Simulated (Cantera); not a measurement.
Standard-state values (1 bar) from the NASA 1993 polynomials, evaluated with Cantera. Values are per mole of reaction as written; species without (g) are pure solids or liquids, kept so even where they would boil at 1 bar.

SiC₂(g) + 5 O(g) ⇌ 2 CO₂(g) + SiO(g)

| T (K) | ΔH° (kJ) | ΔS° (J/K) | ΔG° (kJ) | log10 K |
|---|---|---|---|---|
| 300 | -2748.5 | -403.2 | -2627.5 | 457.48 |
| 2623 | -2785.6 | -454.1 | -1594.4 | 31.75 |
| 2673 | -2786.0 | -454.3 | -1571.7 | 30.71 |
| 2723 | -2786.3 | -454.4 | -1549.0 | 29.71 |
| 2773 | [?] | [?] | [?] | [?] |
| 2823 | [?] | [?] | [?] | [?] |
| 2873 | -2787.4 | -454.8 | -1480.8 | 26.92 |
| 2923 | -2787.8 | -454.9 | -1458.1 | 26.06 |

Q: Complete the blanks.

A: 
- 2773, ΔH° (kJ): -2786.7
- 2773, ΔS° (J/K): -454.5
- 2773, ΔG° (kJ): -1526.3
- 2773, log10 K: 28.75
- 2823, ΔH° (kJ): -2787.0
- 2823, ΔS° (J/K): -454.6
- 2823, ΔG° (kJ): -1503.6
- 2823, log10 K: 27.82
